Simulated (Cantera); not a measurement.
Charge: 1 mol Si(CH3)4, 2000 mol H2, at 1575 K and 11.0 mbar.

Equilibrium computed with Cantera from the NASA thermochemical tables; the gas is ideal and each condensed phase is pure. Candidate condensed phases: C, C6H6, C7H8, C8H18, Si, SiC; 87 gas species. Kinetics and transport are ignored.

Base state: H2 1.000, H 0.000396, C2H2 (acetylene) 2.11e-5, CH4 2.00e-5 (mole fractions); condensed: C(graphite) + SiC(s).

**Question.** What changes in the equilibrium state with this change: pressure from 11.0 mbar to 0.460 bar?

**Answer.** 
| species | before | after |
|---|---|---|
| H2 | 1.000 | 0.999 |
| CH4 | 2.00e-5 | 0.000835 |
| H | 0.000396 | 6.12e-5 |
| C2H2 (acetylene) | 2.11e-5 | 2.11e-5 |
| C(graphite), mol | 2.88 | 1.23 |
| SiC(s), mol | 1.000 | 1.000 |
